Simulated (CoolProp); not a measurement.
Vapour-liquid equilibrium of R114 (1) + n-hexane (2) at 297.1 K; x and y are mole fractions of (1).

The numbers come from the multi-fluid Helmholtz-energy mixture model, Platzer 1990 and Thol 2019; pair parameters Bell 2016 in CoolProp. This equation is an older, rougher fit; its heat capacities, sound speeds and derivatives of the liquid may be far off and weren't checked against measurements.

```
x     bubble pressure, mixture model (MPa)  bubble pressure, Raoult's law (MPa)  y, mixture model  y, Raoult's law
----  ------------------------------------  -----------------------------------  ----------------  ---------------
0.05                               0.03564                              0.02866             0.480            0.362
0.15                               0.06404                              0.04746             0.734            0.655
0.25                               0.08751                              0.06626             0.822            0.782
0.35                                0.1072                              0.08506             0.868            0.853
0.45                                0.1241                               0.1039             0.897            0.898
0.55                                0.1393                               0.1227             0.919            0.929
0.65                                0.1536                               0.1415             0.938            0.952
0.75                                0.1678                               0.1603             0.955            0.970
0.85                                0.1826                               0.1791             0.972            0.984
0.95                                0.1986                               0.1979             0.990            0.995
```

The largest gap from Raoult's law is +34.9 % in bubble pressure, at x = 0.15. No azeotrope shows between x = 0.05 and 0.95.

The pair parameters rest on a limited set of measurements; away from them the model extrapolates.
